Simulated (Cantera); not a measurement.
Input (Python, Cantera):

```python
import numpy as np
import cantera as ct

gas = ct.Solution("h2o2.yaml")
gas.TPX = 1200, 2666, {'H2': 0.005, 'O2': 1, 'N2': 4.4}
reactor = ct.IdealGasConstPressureReactor(gas, energy="off", clone=False)
net = ct.ReactorNet([reactor])
net.rtol, net.atol = 1e-08, 1e-18
show = ['H2', 'O2', 'H', 'O', 'OH']
times = np.geomspace(1e-06, 5, 10)

steps = ct.SolutionArray(gas, extra=["t"])
rows = []
print(f"{'t/s':>10s}{'T/K':>9s}{'P/Pa':>11s}" + "".join(f"{s:>11s}" for s in show))
for t in times:
    while net.time < t:
        t_next = net.step()
        steps.append(gas.state, t=t_next)
    rows.append([np.interp(t, steps.t, y) for y in (steps.T, steps.P, *steps(*show).X.T)])
    print(f"{t:10.3e}{rows[-1][0]:9.1f}{rows[-1][1]:11.4g}" + "".join(f"{x:11.3e}" for x in rows[-1][2:]))
rate = np.gradient(steps.T, steps.t)
print("integrator steps:", len(steps.t))
if steps.T.max() > steps.T[0] + 200:
    print(f"time of steepest temperature rise: {steps.t[rate.argmax()]:.4e} s")
gas.TPX = 1200, 2666, {'H2': 0.005, 'O2': 1, 'N2': 4.4}
gas.equilibrate("TP")
print(f"equilibrium (TP): T = {gas.T:.1f} K  " + "  ".join(f"{s} {gas[s].X[0]:.3e}" for s in show))
```

It prints:

```
       t/s      T/K       P/Pa         H2         O2          H          O         OH
 1.000e-06   1200.0       2666  9.251e-04  1.850e-01  3.128e-13  1.536e-15  1.536e-15
 5.550e-06   1200.0       2666  9.251e-04  1.850e-01  1.702e-12  4.254e-14  4.252e-14
 3.081e-05   1200.0       2666  9.251e-04  1.850e-01  8.472e-12  1.213e-12  1.209e-12
 1.710e-04   1200.0       2666  9.251e-04  1.850e-01  2.835e-11  2.618e-11  2.573e-11
 9.491e-04   1200.0       2666  9.251e-04  1.850e-01  5.441e-11  3.069e-10  2.774e-10
 5.268e-03   1200.0       2666  9.251e-04  1.850e-01  3.588e-10  5.417e-09  3.990e-09
 2.924e-02   1200.0       2666  8.612e-04  1.850e-01  2.746e-06  4.421e-05  2.974e-05
 1.623e-01   1200.0       2666  1.635e-06  1.843e-01  1.360e-05  6.125e-04  6.479e-05
 9.008e-01   1200.0       2666  5.205e-07  1.845e-01  2.428e-06  1.931e-04  3.674e-05
 5.000e+00   1200.0       2666  4.595e-08  1.846e-01  6.536e-08  1.724e-05  1.109e-05
integrator steps: 1125
equilibrium (TP): T = 1200.0 K  H2 1.687e-10  O2 1.846e-01  H 1.580e-11  O 6.638e-08  OH 6.921e-07
```

Model: the H2/O2 subset of GRI-Mech 3.0, which has no nitrogen chemistry, integrated in Cantera. Radical loss at walls, strong at low pressure, is not modelled.
